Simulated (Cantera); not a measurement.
A perfectly stirred reactor is fed with 4.10 % C3H8, 17.1 % O2, 64.4 % N2, 14.4 % H2O, equivalence ratio 1.2, at 270000 Pa; it is adiabatic with a 350 K inlet, and is followed from long to short residence time, starting on the burning branch (τ in s: 0.24, 0.098, 0.039, 0.016, 0.0063, 0.0025, 0.001, 0.00041, 0.00016, 6.5e-05, 2.6e-05, 1e-05).

Cantera simulation using GRI-Mech 3.0 (53 species, 325 reactions); the numbers are that mechanism's predictions, not measurements. GRI-Mech 3.0 was tuned for natural gas; its chemistry of propane as a main component is partial and can be far from experiment.

x: mole fraction; the columns are a selection and need not sum to one.

```csv
τ (s),T (K),x C3H8,x O2,x H2O,x CH4,x CH3,x HO2
0.24,1983,1.40e-7,6.31e-5,0.259,2.09e-5,…,2.63e-8
0.098,1981,3.00e-7,0.000115,0.259,2.58e-5,…,6.02e-8
0.039,1977,6.37e-7,0.000211,0.258,3.08e-5,…,1.41e-7
0.016,1971,1.28e-6,0.000380,0.258,3.61e-5,…,3.10e-7
0.0063,1962,2.61e-6,0.000704,0.257,4.39e-5,…,6.78e-7
0.0025,1948,5.28e-6,0.00129,0.256,5.73e-5,…,1.40e-6
0.0010,1927,1.09e-5,0.00237,0.255,8.45e-5,…,2.80e-6
0.00041,1895,2.39e-5,0.00441,0.253,0.000149,…,5.65e-6
0.00016,1823,7.57e-5,0.0104,0.251,0.000431,…,1.58e-5
6.5e-5,350,0.0410,0.171,0.144,<1e-12,<1e-12,<1e-12
2.6e-5,350,0.0410,0.171,0.144,<1e-12,<1e-12,<1e-12
1.0e-5,350,0.0410,0.171,0.144,<1e-12,<1e-12,<1e-12
```

Q: Complete the blanks.

A: 
- 0.24, x CH3: 5.20e-6
- 0.098, x CH3: 8.47e-6
- 0.039, x CH3: 1.34e-5
- 0.016, x CH3: 2.04e-5
- 0.0063, x CH3: 3.15e-5
- 0.0025, x CH3: 4.94e-5
- 0.0010, x CH3: 8.13e-5
- 0.00041, x CH3: 0.000145
- 0.00016, x CH3: 0.000343
